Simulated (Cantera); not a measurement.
**SiO2 + MgO + H2 (silicates and aluminates)**

A closed system holds: 1 mol SiO2, 1.5 mol MgO, 7.8 mol H2, at 0.900 Torr.

Cantera equilibrium calculation (NASA polynomials, part measured and part estimated; ideal gas, pure solids and liquids). Candidate condensed phases: H2O, Mg, MgO, Mg(OH)2, MgSiO3, Mg2SiO4, Si, SiO2; 24 gas species. Mutual solubility and eutectic melting of coexisting phases are not modelled. The tables' values for SiO2, MgH are old estimates; treat these amounts as uncertain. Condensed phases not in the tables: alloys, solid solutions and most ternary compounds. Kinetics and transport are ignored.

```tsv
T (K)	log p H2	log p H	log p H2O	log p Mg	log p SiO	log p OH	log p O	n MgSiO3(s)	n Mg2SiO4(s)
1225	-2.92	-7.97	-8.06	-8.87	-8.13	<-14	<-14	0.500	0.500
1325	-2.92	-7.25	-7.17	-8.10	-7.22	-13.33	<-14	0.499	0.500
1425	-2.92	-6.63	-6.40	-7.45	-6.44	-11.77	<-14	0.496	0.502
1525	-2.92	-6.09	-5.74	-6.89	-5.77	-10.41	-13.64	0.479	0.510
1625	-2.93	-5.61	-5.16	-6.41	-5.18	-9.22	-12.00	0.417	0.540
1725	-2.94	-5.20	-4.65	-5.99	-4.67	-8.17	-10.53	0.224	0.635
1825	-2.96	-4.84	-4.36	-5.31	-4.41	-7.39	-9.38	0	0.733
1925	-2.99	-4.52	-4.13	-4.59	-4.31	-6.72	-8.37	0	0.659
2025	-3.06	-4.25	-3.86	-4.15	-4.16	-6.02	-7.35	0	0.481
2125	-3.20	-4.04	-3.63	-3.85	-4.00	-5.37	-6.36	0	0.145
2225	-3.29	-3.83	-3.59	-3.79	-3.96	-4.97	-5.68	0	0
2325	-3.34	-3.63	-3.64	-3.81	-3.99	-4.71	-5.16	0	0
2425	-3.42	-3.46	-3.74	-3.85	-4.02	-4.50	-4.71	0	0
```
log p: log10 of the partial pressure in bar; n: condensed amount in mol.

From 1225 K to 1725 K the condensed part is MgSiO3(s) + Mg2SiO4(s). From 1825 K to 2125 K the condensed part is Mg2SiO4(s). From 2225 K to 2425 K nothing is condensed. The main Si-bearing gas is SiO throughout.
